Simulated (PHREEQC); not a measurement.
# Spent oxide etchant

Make-up at 25 °C: 0.0079 mol HF, 0.052 mol H2SiF6 and 0.032 mol HBF4 per kg of water. Closed to the air; pH follows from the charge balance.

Equilibrium calculation in PHREEQC: ion-association model, phreeqc.dat.

* **pH**: 0.97
* **ionic strength**: 0.186 mol/kgw
* **total alkalinity**: -448 meq/kg

| species | molality | activity | log γ |
|---|---|---|---|
| H+ | 0.135 | 0.108 | -0.097 |
| SiF6-2 | 0.0519 | 0.0158 | -0.515 |
| BF4- | 0.0300 | 0.0225 | -0.125 |
| HF | 0.0143 | 0.0149 | 0.019 |
| H3BO3 | 0.00123 | 0.00129 | 0.019 |
| BF3OH- | 0.000737 | 0.000553 | -0.125 |
| F- | 0.000129 | 9.22e-5 | -0.147 |
| H4SiO4 | 0.000119 | 0.000124 | 0.019 |
| BF2(OH)2- | 6.74e-5 | 5.05e-5 | -0.125 |
| HF2- | 7.04e-6 | 5.27e-6 | -0.125 |
| BF(OH)3- | 6.30e-8 | 4.73e-8 | -0.125 |

Precipitation was switched off in this run. The solution is supersaturated, for example in Quartz (slow to form), so a real one may precipitate; this is no full list. SiF6-2 is the database's only silicon fluoride. Real BF4- forms and hydrolyses slowly; the run takes it at equilibrium.
